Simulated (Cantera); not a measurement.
An isothermal, constant-pressure homogeneous reactor starts with 3.57 % H₂, 96.4 % O₂, equivalence ratio 0.018, at 1400 K and 0.0257 atm.

Computed with Cantera and the H2/O2 subset of GRI-Mech 3.0, which has no nitrogen chemistry. Radical loss at walls, strong at low pressure, is not modelled. The temperature is held fixed by assumption; the heat of reaction is taken as removed at once.

x: mole fraction; the columns are a selection and need not sum to one.

```csv
t (s),x H₂,x O₂,x HO₂,x H₂O,x H
4.00e-6,0.0357,0.964,6.28e-9,4.12e-11,5.25e-9
2.08e-5,0.0357,0.964,3.26e-8,4.04e-9,1.75e-8
0.000108,0.0357,0.964,1.70e-7,3.23e-7,1.22e-7
0.000562,0.0329,0.962,2.08e-6,0.00194,0.000437
0.00292,(withheld),0.935,(withheld),0.0317,(withheld)
0.0152,0.000303,0.944,2.31e-6,0.0330,0.00164
0.0790,8.26e-5,0.958,1.20e-6,0.0351,0.000221
0.411,(withheld),0.963,(withheld),0.0360,(withheld)
2.13,5.00e-7,0.964,5.24e-8,0.0363,1.02e-7
11.1,1.10e-7,0.964,6.72e-8,0.0363,1.07e-8
57.7,1.04e-7,0.964,6.85e-8,0.0363,9.81e-9
300,1.04e-7,0.964,6.85e-8,0.0363,9.81e-9
```

### Question
Complete the blanks.

### Answer

- 0.00292, x H₂: 0.000429
- 0.00292, x HO₂: 2.65e-6
- 0.00292, x H: 0.00285
- 0.411, x H₂: 6.73e-6
- 0.411, x HO₂: 2.19e-7
- 0.411, x H: 5.06e-6
